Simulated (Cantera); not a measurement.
A freely propagating, adiabatic, planar premixed flame of CH4 : O2 : N2 = 1 : 2.41 : 9.06 (molar parts), equivalence ratio 0.83, unburnt at 650 K and 398 Torr; multicomponent transport, grid criteria slope 0.08 and curve 0.16, no radiation.

Detailed kinetics in Cantera: GRI-Mech 3.0 (53 species, 325 reactions). Burning velocities carry a grid error of a few per cent, more on coarse grids.

x: mole fraction of selected species; z is measured from the peak of heat release.

```csv
z (mm),T (K),u (m/s),x CH4,x O2,x CH3,x OH,x C2H6,x C2H
-1.76,650,1.60,0.0801,0.193,5.43e-8,<1e-8,…,<1e-8
-1.17,651,1.61,0.0800,0.193,6.46e-7,<1e-8,…,<1e-8
-0.880,655,1.62,0.0796,0.192,3.13e-6,6.17e-8,…,<1e-8
-0.587,688,1.71,0.0774,0.189,2.51e-5,2.55e-6,…,<1e-8
-0.293,968,2.43,0.0594,0.167,0.000451,6.60e-5,…,<1e-8
-0.147,1322,3.36,0.0342,0.132,0.00191,0.000523,…,<1e-8
0,1680,4.30,0.00897,0.0883,0.00180,0.00300,…,7.95e-8
0.147,1832,4.69,0.000816,0.0615,0.000237,0.00720,…,5.08e-8
0.293,1871,4.78,4.00e-5,0.0516,1.22e-5,0.00934,<1e-8,<1e-8
0.587,1914,4.87,1.25e-7,0.0460,4.11e-8,0.0104,<1e-8,<1e-8
1.17,1971,4.99,<1e-8,0.0429,<1e-8,0.0107,<1e-8,<1e-8
2.35,2044,5.14,<1e-8,0.0407,<1e-8,0.0103,<1e-8,<1e-8
4.69,2122,5.31,<1e-8,0.0385,<1e-8,0.00937,<1e-8,<1e-8
```

Fill in the missing entries.


- -1.76, x C2H6: 2.16e-8
- -1.17, x C2H6: 4.40e-7
- -0.880, x C2H6: 3.17e-6
- -0.587, x C2H6: 4.53e-5
- -0.293, x C2H6: 0.000633
- -0.147, x C2H6: 0.000708
- 0, x C2H6: 7.46e-5
- 0.147, x C2H6: 4.42e-7
